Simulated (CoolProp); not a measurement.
A Linde-Hampson liquefier for dry air: isothermal reversible compression at 300 K from 1 atm to 30 MPa, throttling to 1 atm, return gas leaving the recuperator 2 K below the feed. Each further row changes one setting.

Computed with CoolProp (reference Helmholtz-energy equation of state, Lemmon 2000). It is a pseudo-pure fit of the blend.

```tsv
case	liquid yield per pass	compression work (kJ/kg of gas)
as stated	0.095	491
high pressure 60 MPa	0.093	565
warm-end temperature 330 K	0.069	544
warm-end gap 7 K	0.084	491
```
